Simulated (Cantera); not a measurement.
Input (Python, Cantera) and output of one run.

```python
import numpy as np
import cantera as ct

gas_names = """
    CL CL2 H HCL H2 Si SiCL SiCL2 SiCL3 SiCL4 SiH SiHCL3 SiH2 SiH2CL2 SiH3 SiH3CL SiH4 Si2 Si3
""".split()
cond_names = """
    Si(cr) Si(L)
""".split()


# ... load() reads the species with a 1 bar reference pressure and builds the phases ...
atoms = {
    'Si': {'Si': 1},
    'HCl': {'H': 1, 'CL': 1},
}
top_T = {}  # K; cautious upper limits of use, not melting points


# ... equilibrate(T, P, feed) seeds the gas with the atoms and calls Mixture.equilibrate('TP', solver="vcs", rtol=1e-11, max_steps=5000) ...
results = []
feed = {'Si': 1, 'HCl': 29}  # mol
T = 698  # K
P = 13332.2  # Pa
mix = equilibrate(T, P, feed)
results.append((T, P, feed, dict(zip(mix.species_names, mix.species_moles))))
print(gas.report(threshold=0.001))
for i in range(1, mix.n_phases):
    print(f"{mix.phase(i).name:16s} {mix.phase_moles(i):12.5e} mol")
```

It prints:

```
       temperature   698 K
          pressure   13332 Pa
           density   0.089049 kg/m^3
  mean mol. weight   38.763 kg/kmol
   phase of matter   gas

                          1 kg             1 kmol
                     ---------------   ---------------
          enthalpy        -2.408e+06       -9.3342e+07  J
   internal energy       -2.5577e+06       -9.9146e+07  J
           entropy            6068.3        2.3523e+05  J/K
    Gibbs function       -6.6437e+06       -2.5753e+08  J
 heat capacity c_p            840.26             32571  J/K
 heat capacity c_v            625.77             24257  J/K

                      mass frac. Y      mole frac. X     chem. pot. / RT
                     ---------------   ---------------   ---------------
               HCL           0.83976           0.89286            -41.49
                H2         0.0037148          0.071428           -21.346
             SiCL4           0.15652          0.035714           -162.57
     [  +16 minor]        1.9731e-06        5.6468e-07

Si(cr)            0.00000e+00 mol
```

Method: chemical equilibrium by Gibbs-energy minimisation in Cantera with the NASA 1993 tables (ideal gas, pure condensed phases).
